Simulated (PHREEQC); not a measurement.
Acid rinse or clean: an equilibrium model

A solution holds 1.5 mmol/kgw HF, 0.51 mmol/kgw AlCl3 and 0.065 mmol/kgw CuCl2, at 25 °C. Closed to the air; pH follows from the charge balance.

Equilibrium calculation in PHREEQC: ion-association model, wateq4f.dat.

Each row changes one thing in this solution. This is a speciation only: nothing precipitates in the calculation.

```tsv
case	pH	ionic strength (mol/kgw)	HF (mol/kgw)	F- (mol/kgw)	CuCl+ (mol/kgw)	CuF+ (mol/kgw)	SI of Tenorite (CuO)	SI of Cu(OH)2 (Cu(OH)2)
as made	2.89	0.00182	0.000151	8.17e-5	2.40e-7	7.99e-8	-6.11	-7.13
AlCl3 left out	3.15	0.000930	0.000758	___	1.96e-8	7.49e-7	-5.58	-6.60
HF from 0.0015 to 0.0003 mol/kgw	3.54	0.00266	6.69e-8	1.63e-7	2.32e-7	1.54e-10	-4.83	-5.85
diluted 10-fold with water	___	0.000206	___	3.06e-5	2.72e-9	3.39e-9	-5.14	-6.16
0.0011 mol/kgw Na2CO3 added	___	0.00251	7.04e-8	0.000151	___	7.84e-8	+0.80	-0.22
```

Task: What belongs in the gaps?

Result: 
- AlCl3 left out, F- (mol/kgw): 0.000734
- diluted 10-fold with water, pH: 3.85
- diluted 10-fold with water, HF (mol/kgw): 6.38e-6
- 0.0011 mol/kgw Na2CO3 added, pH: 6.48
- 0.0011 mol/kgw Na2CO3 added, CuCl+ (mol/kgw): 1.27e-7

Complexes and solids missing from the database can't appear. Some of these states are supersaturated (in Malachite, Atacamite, for instance). Fluoro complexes past AlF4- and FeF3 are missing from the database.
